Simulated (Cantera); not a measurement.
A perfectly stirred reactor is fed with CH4 : CO2 = 1 : 0.34 (molar parts), at 5.00 bar; it is held at 1950 K, and followed from long to short residence time.

Model: GRI-Mech 3.0 (53 species, 325 reactions), integrated in Cantera. GRI-Mech 3.0 stops at C3 and has no aromatics, soot or wall deposition, so with more carbon than oxygen in the feed, carbon stays in small species such as C2H2 where larger ones or solid carbon would form.

Problem. What does this change do: temperature 1950 to 1898 K?

Solution. 
```csv
quantity,before,after
x(CH4) at τ = 29.0 s,0.0166,0.0226
x(CO2) at τ = 29.0 s,9.61e-6,1.78e-5
x(OH) at τ = 29.0 s,4.87e-9,5.30e-9
x(H2O) at τ = 29.0 s,8.10e-5,0.000143
x(C2H) at τ = 29.0 s,1.19e-6,6.53e-7
x(CH4) at τ = 0.160 s,0.0218,0.0298
x(CO2) at τ = 0.160 s,0.00144,0.00249
x(OH) at τ = 0.160 s,7.04e-7,7.17e-7
x(H2O) at τ = 0.160 s,0.0116,0.0191
x(C2H) at τ = 0.160 s,1.26e-6,7.23e-7
```

Problem. What does this change do: CO2 0.34 to 0.1 parts?

Solution. 
```
quantity                before     after
---------------------  -------  --------
x(CH4) at τ = 29.0 s    0.0166    0.0256
x(CO2) at τ = 29.0 s   9.61e-6   1.21e-6
x(OH) at τ = 29.0 s    4.87e-9   1.10e-9
x(H2O) at τ = 29.0 s   8.10e-5   1.94e-5
x(C2H) at τ = 29.0 s   1.19e-6   1.89e-6
x(CH4) at τ = 0.160 s   0.0218    0.0298
x(CO2) at τ = 0.160 s  0.00144  0.000200
x(OH) at τ = 0.160 s   7.04e-7   1.67e-7
x(H2O) at τ = 0.160 s   0.0116   0.00294
x(C2H) at τ = 0.160 s  1.26e-6   1.89e-6
```

Problem. What does this change do: temperature 1950 to 2125 K?

Solution. 
```json
[
 {"quantity": "x(CH4) at τ = 29.0 s", "before": "0.0166", "after": "0.00633"},
 {"quantity": "x(CO2) at τ = 29.0 s", "before": "9.61e-6", "after": "1.79e-6"},
 {"quantity": "x(OH) at τ = 29.0 s", "before": "4.87e-9", "after": "4.52e-9"},
 {"quantity": "x(H2O) at τ = 29.0 s", "before": "8.10e-5", "after": "1.75e-5"},
 {"quantity": "x(C2H) at τ = 29.0 s", "before": "1.19e-6", "after": "6.93e-6"},
 {"quantity": "x(CH4) at τ = 0.160 s", "before": "0.0218", "after": "0.00814"},
 {"quantity": "x(CO2) at τ = 0.160 s", "before": "0.00144", "after": "0.000239"},
 {"quantity": "x(OH) at τ = 0.160 s", "before": "7.04e-7", "after": "5.56e-7"},
 {"quantity": "x(H2O) at τ = 0.160 s", "before": "0.0116", "after": "0.00215"},
 {"quantity": "x(C2H) at τ = 0.160 s", "before": "1.26e-6", "after": "6.98e-6"}
]
```
